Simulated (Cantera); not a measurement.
Charge: 1 mol PbO, 0.068 mol CO, 0.16 mol N2, equilibrated at 0.510 bar.

Cantera equilibrium calculation (NASA polynomials, part measured and part estimated; ideal gas, pure solids and liquids). Candidate condensed phases: C, Pb, PbO, PbO2, Pb3O4; 27 gas species. Each liquid is taken as pure. Mutual solubility and eutectic melting of coexisting phases are not modelled. Gases not in the tables: (PbO)n polymers. Rates play no part.

x: gas mole fraction; n: condensed amount in mol.

```json
[
 {"T (°C)": "927", "x N2": "0.701", "x CO2": "0.298", "x Pb": "0.00126", "x PbO": "0.000134", "n Pb(l)": "0.0677", "n PbO(l)": "0.932"},
 {"T (°C)": "977", "x N2": "0.700", "x CO2": "0.297", "x Pb": "0.00262", "x PbO": "0.000358", "n Pb(l)": "0.0674", "n PbO(l)": "0.932"},
 {"T (°C)": "1027", "x N2": "0.698", "x CO2": "0.296", "x Pb": "0.00515", "x PbO": "0.000885", "n Pb(l)": "0.0668", "n PbO(l)": "0.932"},
 {"T (°C)": "1077", "x N2": "0.694", "x CO2": "0.294", "x Pb": "___", "x PbO": "___", "n Pb(l)": "0.0657", "n PbO(l)": "0.932"},
 {"T (°C)": "1127", "x N2": "0.687", "x CO2": "0.291", "x Pb": "0.0171", "x PbO": "0.00439", "n Pb(l)": "0.0639", "n PbO(l)": "0.931"},
 {"T (°C)": "1177", "x N2": "0.675", "x CO2": "0.286", "x Pb": "___", "x PbO": "___", "n Pb(l)": "0.0609", "n PbO(l)": "0.930"},
 {"T (°C)": "1227", "x N2": "0.656", "x CO2": "0.278", "x Pb": "0.0481", "x PbO": "0.0173", "n Pb(l)": "0.0561", "n PbO(l)": "0.928"}
]
```

Q: Fill in the missing entries.

A: 
- 1077, x Pb: 0.00959
- 1077, x PbO: 0.00203
- 1177, x Pb: 0.0292
- 1177, x PbO: 0.00894
